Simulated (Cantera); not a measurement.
Feed: 1 mol B2O3, 0.16 mol H2O, 3.8 mol H2, equilibrated at 360 Torr.

These are equilibrium values from Cantera (NASA tables, ideal gas, pure condensed phases), not measurements of a reactor. Candidate condensed phases: B, B2O3, B3O3H3, H2O; 23 gas species. Gases not in the tables: H3BO3. Kinetics and transport are ignored. All values below are at 1448 K.

Base state: H2 0.957, H2O 0.0382, HBO2 0.00424, HBO 4.15e-5, (HBO2)3 2.74e-5, B2O3 1.50e-5, H 1.30e-5 (mole fractions); condensed: B2O3(l).

**Question.** What changes in the equilibrium state with this change: pressure from 360 Torr to 210 Torr?

**Answer.** 
```json
[
 {"species": "H2", "before": "0.957", "after": "0.957"},
 {"species": "H2O", "before": "0.0382", "after": "0.0375"},
 {"species": "HBO2", "before": "0.00424", "after": "0.00550"},
 {"species": "B2O3", "before": "1.50e-5", "after": "2.57e-5"},
 {"species": "(HBO2)3", "before": "2.74e-5", "after": "2.04e-5"},
 {"species": "B2O3(l), mol", "before": "0.991", "after": "0.989"}
]
```
